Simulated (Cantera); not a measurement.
# Silicon etching in halogen gases: Si + HF + N2 + NF3

Feed: 1 mol Si, 4.4 mol HF, 0.13 mol N2, 7.4 mol NF3, equilibrated at 1150 K and 0.133 bar.

Method: chemical equilibrium by Gibbs-energy minimisation in Cantera with the NASA 1993 tables (ideal gas, pure condensed phases). Candidate condensed phases: Si, Si3N4; 37 gas species. The numbers say what is thermodynamically allowed, not how fast it happens.

x(F): 0.419
x(HF): 0.190
x(F2): 0.182
x(N2): 0.165
x(SiF4): 0.0431
x(NF3): 0.000229
x(NF2): 1.91e-6
gas amount: 23.19 mol
log10 activity of Si(s) (absent): -64.86
